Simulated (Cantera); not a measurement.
A perfectly stirred reactor is fed with 4.48 % C3H8, 18.7 % O2, 76.6 % N2, 0.287 % CO2, equivalence ratio 1.2, at 99000 Pa; it is adiabatic with a 323 K inlet, and is followed from long to short residence time, starting on the burning branch (τ in s: 0.1, 0.049, 0.023, 0.011, 0.0053, 0.0025, 0.0012, 0.00057, 0.00027, 0.00013, 6.1e-05).

Detailed kinetics in Cantera: GRI-Mech 3.0 (53 species, 325 reactions). GRI-Mech 3.0 was tuned for natural gas; its chemistry of propane as a main component is partial and can be far from experiment.

### Question
Predict: blow-out, bracketed by the residence times tried; x(C3H8) at τ = 0.100 s; x(O2) at τ = 0.100 s; x(O) at τ = 0.100 s; x(H) at τ = 0.100 s; x(HO2) at τ = 0.100 s; x(C3H8) at τ = 2.50 ms; x(O2) at τ = 2.50 ms; x(O) at τ = 2.50 ms; x(H) at τ = 2.50 ms; x(HO2) at τ = 2.50 ms.

### Answer
```json
{
  "blow_out_bracketed_by_the_residence_times_tried": "burning at 0.130 ms, out at 61.0 µs",
  "x(C3H8) at τ = 0.100 s": "2.78e-7",
  "x(O2) at τ = 0.100 s": "0.000375",
  "x(O) at τ = 0.100 s": "9.59e-5",
  "x(H) at τ = 0.100 s": "0.00169",
  "x(HO2) at τ = 0.100 s": "1.13e-7",
  "x(C3H8) at τ = 2.50 ms": "5.02e-6",
  "x(O2) at τ = 2.50 ms": "0.00323",
  "x(O) at τ = 2.50 ms": "0.000867",
  "x(H) at τ = 2.50 ms": "0.00601",
  "x(HO2) at τ = 2.50 ms": "1.11e-6"
}
```
